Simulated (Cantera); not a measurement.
# Equilibrium for silicon nitride deposition: SiHCl3 + NH3 + N2

Charge: 1 mol SiHCl3, 0.14 mol NH3, 87 mol N2, held at 823 K and 20000 Pa.

Equilibrium computed with Cantera from the NASA thermochemical tables; the gas is ideal and each condensed phase is pure. Candidate condensed phases: NH4Cl, Si, Si3N4; 28 gas species. Rates play no part.

```json
{
  "x(N2)": "0.980",
  "x(HCl)": "0.0130",
  "x(SiCl4)": "0.00523",
  "x(H2)": "0.00153",
  "n(Si3N4(s))": "0.179 mol",
  "gas_amount": "88.46 mol",
  "log10 activity of Si(s) (absent)": "-9.52"
}
```
